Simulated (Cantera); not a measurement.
A perfectly stirred reactor is fed with CH₃OH : O₂ : N₂ = 1 : 1 : 3.76 (molar parts), at 0.530 bar; it is adiabatic with a 775 K inlet, and is followed from long to short residence time, starting on the burning branch (τ in s: 0.46, 0.15, 0.052, 0.018, 0.006, 0.002, 0.00068, 0.00023, 7.8e-05).

Computed with Cantera and GRI-Mech 3.0 (53 species, 325 reactions). GRI-Mech 3.0 was tuned for natural gas; its chemistry of methanol as a main component is partial and can be far from experiment.

Q: Predict: blow-out, bracketed by the residence times tried; x(CH₃OH) at τ = 0.460 s; x(O₂) at τ = 0.460 s; x(H) at τ = 0.460 s; x(CO) at τ = 0.460 s; x(CH₂) at τ = 0.460 s; x(CH₃OH) at τ = 6.00 ms; x(O₂) at τ = 6.00 ms; x(H) at τ = 6.00 ms; x(CO) at τ = 6.00 ms; x(CH₂) at τ = 6.00 ms.

A: 
```
Property                                                                          Result
------------------------------------------------  --------------------------------------
blow-out, bracketed by the residence times tried  burning at 78.0 µs, the shortest tried
x(CH₃OH) at τ = 0.460 s                                                          3.02e-7
x(O₂) at τ = 0.460 s                                                            0.000155
x(H) at τ = 0.460 s                                                              0.00366
x(CO) at τ = 0.460 s                                                              0.0870
x(CH₂) at τ = 0.460 s                                                            2.30e-8
x(CH₃OH) at τ = 6.00 ms                                                          7.84e-6
x(O₂) at τ = 6.00 ms                                                             0.00158
x(H) at τ = 6.00 ms                                                               0.0125
x(CO) at τ = 6.00 ms                                                              0.0861
x(CH₂) at τ = 6.00 ms                                                            6.36e-7
```
